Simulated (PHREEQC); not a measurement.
Consider water at 55 °C with 1.7 mmol/kgw Fe2(SO4)3. Closed to the air; pH follows from the charge balance.

Computed with PHREEQC (ion-association model, phreeqc.dat).

| Item | Result |
|---|---|
| pH | 2.82 |
| ionic strength | 0.0109 mol/kgw |
| total alkalinity | -6.80 meq/kg |

```json
[
 {"species": "SO4-2", "molality": "0.00287", "activity": "0.00184", "log γ": "-0.193"},
 {"species": "H+", "molality": "0.00166", "activity": "0.00151", "log γ": "-0.043"},
 {"species": "FeSO4+", "molality": "0.00147", "activity": "0.00131", "log γ": "-0.048"},
 {"species": "FeOH+2", "molality": "0.00118", "activity": "0.000759", "log γ": "-0.192"},
 {"species": "HSO4-", "molality": "0.000623", "activity": "0.000556", "log γ": "-0.049"},
 {"species": "Fe(OH)2+", "molality": "0.000524", "activity": "0.000469", "log γ": "-0.048"},
 {"species": "Fe+3", "molality": "8.68e-5", "activity": "3.56e-5", "log γ": "-0.387"},
 {"species": "Fe(SO4)2-", "molality": "6.59e-5", "activity": "5.88e-5", "log γ": "-0.049"},
 {"species": "Fe2(OH)2+4", "molality": "3.10e-5", "activity": "5.03e-6", "log γ": "-0.790"},
 {"species": "FeHSO4+2", "molality": "9.42e-6", "activity": "5.98e-6", "log γ": "-0.197"},
 {"species": "Fe3(OH)4+5", "molality": "6.84e-7", "activity": "3.99e-8", "log γ": "-1.234"},
 {"species": "Fe(OH)3", "molality": "1.31e-7", "activity": "1.32e-7", "log γ": "0.001"}
]
```

This is a speciation only: nothing precipitates in the calculation. Examples of supersaturated solids here: Hematite (slow to form), Goethite (slow to form). Others may be too. Constants without temperature data keep their 25 °C values here.
